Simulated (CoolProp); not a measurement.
Vapour pressure (MPa) of cyclopentane: the reference equation beside estimates from Tc = 238.6 °C, pc = 4.583 MPa, ω = 0.202. Clausius-Clapeyron is anchored at 114.25 °C with a constant enthalpy of vaporisation of 23.40 kJ/mol.

Values from CoolProp's reference Helmholtz-energy equation of state, Gedanitz 2015.

```tsv
T (°C)	reference	Lee-Kesler	Clausius-Clapeyron	van der Waals	Redlich-Kwong	Soave-Redlich-Kwong	Peng-Robinson
86.55	0.2992	0.2994	0.3292	0.9384	0.4150	0.2992	0.2982
92.05	0.3437	0.3446	0.3703	1.013	0.4708	0.3444	0.3427
97.65	0.3940	0.3957	0.4160	1.093	0.5329	0.3956	0.3931
103.15	0.4486	0.4512	0.4648	1.176	0.5993	0.4513	0.4479
108.65	0.5087	0.5123	0.5177	1.262	0.6714	0.5127	0.5083
114.25	0.5759	0.5806	0.5759	1.354	0.7510	0.5815	0.5760
119.75	0.6481	0.6540	0.6375	1.449	0.8353	0.6556	0.6488
125.25	0.7268	0.7340	0.7038	1.547	0.9260	0.7364	0.7283
130.75	0.8125	0.8210	0.7748	1.650	1.023	0.8245	0.8150
136.35	0.9071	0.9170	0.8523	1.759	1.129	0.9219	0.9109
141.85	1.008	1.019	0.9335	1.871	1.241	1.026	1.013
147.35	1.116	1.129	1.020	1.986	1.360	1.138	1.124
```

Absolute difference from the reference over all 12 rows, mean and median: Lee-Kesler 0.8 and 0.9 %, Clausius-Clapeyron 5.0 and 5.1 %, van der Waals 135.7 and 129.3 %, Redlich-Kwong 29.9 and 29.6 %, Soave-Redlich-Kwong 1.0 and 1.1 %, Peng-Robinson 0.3 and 0.3 %.
